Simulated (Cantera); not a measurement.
An adiabatic, constant-volume homogeneous reactor starts with 5.87 % CH4, 2.70 % H2, 20.8 % O2, 70.4 % N2, 0.217 % H2O, equivalence ratio 0.63, at 975 K and 1.00 bar.

Computed with Cantera and GRI-Mech 3.0 (53 species, 325 reactions). Below about 1000 K GRI-Mech 3.0 lacks low-temperature oxidation paths.

Q: Predict: time of steepest temperature rise; temperature at 0.300 s; equilibrium temperature; x(H2) at 0.300 s; x(O2) at 0.300 s; x(HCO) at 0.300 s; x(NO) at 0.300 s; x(CO2) at 0.300 s.

A: 
```json
{
 "time_of_steepest_temperature_rise": "22.1 ms",
 "temperature at 0.300 s": "2546 K",
 "equilibrium_temperature": "2546 K",
 "x(H2) at 0.300 s": "0.00241 (gas-phase equilibrium 0.00241)",
 "x(O2) at 0.300 s": "0.0703 (gas-phase equilibrium 0.0703)",
 "x(HCO) at 0.300 s": "1.90e-9 (gas-phase equilibrium 1.90e-9)",
 "x(NO) at 0.300 s": "0.0136 (gas-phase equilibrium 0.0136)",
 "x(CO2) at 0.300 s": "0.0531 (gas-phase equilibrium 0.0531)"
}
```
